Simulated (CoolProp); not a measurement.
Saturated liquid density (kg/m³) of isobutene: the reference equation beside estimates from Tc = 144.9 °C, pc = 40.16 bar, ω = 0.193.

Model: reference Helmholtz-energy equation of state, Lemmon 2005, in CoolProp. It is a short technical equation, of lower accuracy than the large ones.

```json
[
 {"T (°C)": "-83.05", "reference": "707.6", "van der Waals": "435.4", "Redlich-Kwong": "647.9", "Peng-Robinson": "[?]"},
 {"T (°C)": "-78.05", "reference": "[?]", "van der Waals": "432.7", "Redlich-Kwong": "643.6", "Peng-Robinson": "730.8"},
 {"T (°C)": "-73.05", "reference": "697.3", "van der Waals": "429.9", "Redlich-Kwong": "[?]", "Peng-Robinson": "[?]"},
 {"T (°C)": "-68.05", "reference": "692.1", "van der Waals": "427.1", "Redlich-Kwong": "634.6", "Peng-Robinson": "722.4"},
 {"T (°C)": "-62.95", "reference": "686.8", "van der Waals": "424.3", "Redlich-Kwong": "629.8", "Peng-Robinson": "717.9"},
 {"T (°C)": "-57.95", "reference": "681.6", "van der Waals": "421.4", "Redlich-Kwong": "625.1", "Peng-Robinson": "713.4"},
 {"T (°C)": "-52.95", "reference": "676.4", "van der Waals": "418.5", "Redlich-Kwong": "620.3", "Peng-Robinson": "[?]"},
 {"T (°C)": "-47.95", "reference": "671.1", "van der Waals": "415.5", "Redlich-Kwong": "615.3", "Peng-Robinson": "704.0"},
 {"T (°C)": "-42.95", "reference": "665.9", "van der Waals": "412.5", "Redlich-Kwong": "610.2", "Peng-Robinson": "[?]"},
 {"T (°C)": "-37.95", "reference": "660.5", "van der Waals": "409.4", "Redlich-Kwong": "605.1", "Peng-Robinson": "694.1"}
]
```

Problem. Fill in the missing entries.

Solution. 
- -83.05, Peng-Robinson: 734.9
- -78.05, reference: 702.5
- -73.05, Redlich-Kwong: 639.1
- -73.05, Peng-Robinson: 726.6
- -52.95, Peng-Robinson: 708.8
- -42.95, Peng-Robinson: 699.1

Absolute difference from the reference over all 10 rows, mean and median: van der Waals 38.2 and 38.2 %, Redlich-Kwong 8.3 and 8.3 %, Peng-Robinson 4.5 and 4.6 %.
